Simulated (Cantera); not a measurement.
**Aluminium nitride and oxide growth: Al(CH3)3 + NH3 + H2 + O2**

Feed: 1 mol Al(CH3)3, 21 mol NH3, 11 mol H2, 3.8 mol O2, equilibrated at 2223.15 K.

Method: chemical equilibrium by Gibbs-energy minimisation in Cantera with the NASA 1993 tables (ideal gas, pure condensed phases). Candidate condensed phases: Al, AlN, Al2O3, C, C6H6, C7H8, C8H18, H2O; 148 gas species. The feed counts by its element totals alone. The tables' values for AlOH are old estimates; treat these amounts as uncertain. Gases not in the tables: Al(OH)3. The numbers say what is thermodynamically allowed, not how fast it happens.

```
P (Pa)   x H2      x H   x N2   x H2O    x CO      x OH  n Al2O3(s)
------  -----  -------  -----  ------  ------  --------  ----------
10      0.382    0.396  0.138  0.0337  0.0387   0.00505       0.402
46      0.537    0.219  0.154  0.0423  0.0434   0.00249       0.474
220     0.632    0.109  0.164  0.0466  0.0462   0.00116       0.493
1000    0.681   0.0529  0.169  0.0487  0.0476  0.000547       0.498
4600    0.705   0.0251  0.171  0.0497  0.0483  0.000256       0.499
22000   0.716   0.0116  0.173  0.0502  0.0487  0.000117       0.500
100000  0.722  0.00545  0.173  0.0504  0.0488   5.50e-5       0.500
```
x: gas mole fraction; n: condensed amount in mol.

From 0.000100 bar to 1.00 bar the condensed part is Al2O3(s). The share of Al in condensed phases is highest at 1.00 bar (100.0 %) and lowest at 0.000100 bar (80.3 %).
